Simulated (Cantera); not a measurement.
Transport properties of process gases

Gas mixture: C₂H₄ = 0.63 (molar parts), at 383 Torr, frozen composition.

Cantera's kinetic-theory transport with the Lennard-Jones parameters of GRI-Mech 3.0, ideal gas; thermal conductivity in the multicomponent form. The composition is frozen, though it would react at the higher temperatures.

```csv
T (K),ρ (kg/m³),cp (J/kg/K),μ (µPa s),λ (mW/m/K),Pr,D (cm²/s) N₂,D (cm²/s) O,D (cm²/s) NH₃
400,0.430,1877,13.3,33.5,0.748,0.542,0.835,0.553
600,0.287,2529,19.1,64.4,0.750,1.11,1.70,1.21
800,0.215,2991,24.1,96.0,0.750,1.82,2.79,2.07
1000,0.172,3354,28.5,128,0.749,2.67,4.07,3.10
1200,0.143,3625,32.5,158,0.748,3.63,5.52,4.28
1400,0.123,3836,36.2,186,0.746,4.70,7.15,5.60
1600,0.108,4000,39.7,213,0.745,5.87,8.93,7.05
1800,0.0956,4126,42.9,238,0.744,7.14,10.9,8.62
```
D: mixture-averaged diffusion coefficient of that species in the mixture.
